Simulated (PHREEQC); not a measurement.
A solution holds 0.53 mmol/kgw Na2SeO3 and 70 mmol/kgw H2SO4, at 25 °C. Closed to the air; pH follows from the charge balance.

All values are PHREEQC results (ion-association model, wateq4f.dat), not measurements.

Task: The ionic strength comes out as 0.103 mol/kgw. What activity coefficients do H+, HSO4-, Na+, SO4-2, NaSO4- get?

Result: H+ 0.82, HSO4- 0.77, Na+ 0.78, SO4-2 0.37, NaSO4- 0.79.

No solid was allowed to form.
